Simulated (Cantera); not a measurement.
Input: 1 mol Si3N4, a varied amount of NF3, 74 mol N2, equilibrated at 1175 °C and 0.100 bar.

Method: chemical equilibrium by Gibbs-energy minimisation in Cantera with the NASA 1993 tables (ideal gas, pure condensed phases). Candidate condensed phases: Si, Si3N4; 16 gas species. Rates play no part.

Task: Which condensed phases are stable at each of these points (n(NF3) (mol)): 1.4, 1.7, 2.1, 2.6, 3.2, 3.9, 4.7, 5.8, 7.1, 8.7, 11, 13?

Result: 
```csv
n(NF3) (mol),condensed phases,Si condensed (%)
1.4,Si3N4(s),64.3
1.7,Si3N4(s),56.7
2.1,Si3N4(s),46.6
2.6,Si3N4(s),33.9
3.2,Si3N4(s),18.7
3.9,Si3N4(s),1.0
4.7,gas only,0.0
5.8,gas only,0.0
7.1,gas only,0.0
8.7,gas only,0.0
11,gas only,0.0
13,gas only,0.0
```

From 1.4 mol NF3 to 3.9 mol NF3 the condensed part is Si3N4(s). From 4.7 mol NF3 to 13 mol NF3 nothing is condensed.
